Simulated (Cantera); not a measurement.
Feed: 1 mol Si3N4, 1.4 mol CO2, 730 mol H2, at 0.300 Pa.

Cantera equilibrium calculation (NASA polynomials, part measured and part estimated; ideal gas, pure solids and liquids). Candidate condensed phases: C, C6H6, C7H8, C8H18, H2O, Si, SiC, SiO2, Si2N2O, Si3N4; 151 gas species. Kinetics and transport are ignored.

Q: At 977 °C, list the 5 most abundant gas species with their mole fractions, and the condensed phases.

A: H2 0.993, SiO 0.00299, N2 0.00272, CO 0.000817, H 0.000278. Condensed: SiC(s).
